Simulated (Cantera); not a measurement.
Input: 1 mol Cu₂O, 2200 mol H₂, at 2023 K.

Equilibrium computed with Cantera from the NASA thermochemical tables; the gas is ideal and each condensed phase is pure. Candidate condensed phases: Cu, CuO, Cu(OH)₂, Cu₂O, H₂O; 12 gas species. Rates play no part.

### Question
Which condensed phases are stable at each of these points (P (Pa)): 10, 52, 270, 1400, 7200, 37000, 190000, 1000000?

### Answer
| P (Pa) | condensed phases | Cu condensed (%) |
|---|---|---|
| 10 | gas only | 0.0 |
| 52 | gas only | 0.0 |
| 270 | gas only | 0.0 |
| 1400 | gas only | 0.0 |
| 7200 | gas only | 0.0 |
| 37000 | gas only | 0.0 |
| 190000 | gas only | 0.0 |
| 1000000 | Cu(l) | 40.9 |

From 0.0750 Torr to 1430 Torr nothing is condensed. At 7500 Torr the condensed part is Cu(l).
